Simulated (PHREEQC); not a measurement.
Solution (20 °C): 5.1 mmol/kgw K2CO3, 0.76 mmol/kgw H4SiO4 and 150 mmol/kgw KH2PO4. Closed to the air; pH follows from the charge balance.

The numbers come from PHREEQC with the ion-association model, wateq4f.dat.

```
quantity                   before    after
------------------------  -------  -------
pH                           5.62     5.50
ionic strength (mol/kgw)    0.168    0.168
H3SiO4- (mol/kgw)         5.56e-8  1.54e-7
SI of SiO2(a) (SiO2)        -0.34    -0.68
```

Task: Name the change that produced these shifts.
A. KH2PO4 replaced by K2SO4 at the same molality
B. KH2PO4 from 0.15 to 0.165 mol/kgw
C. K2CO3 from 0.0051 to 0.00561 mol/kgw
D. 0.0062 mol/kgw H2SO4 added
E. temperature from 20 to 65 °C

Result: E, temperature from 20 to 65 °C

This is a speciation only: nothing precipitates in the calculation. Some of these states are supersaturated (in Quartz (slow to form), Chalcedony (slow to form), for instance). H3PO4, which wateq4f.dat lacks, is added to it with the constant of phreeqc.dat. Away from 25 °C the constants follow the database's enthalpies or fits; those with neither stay at their 25 °C values.
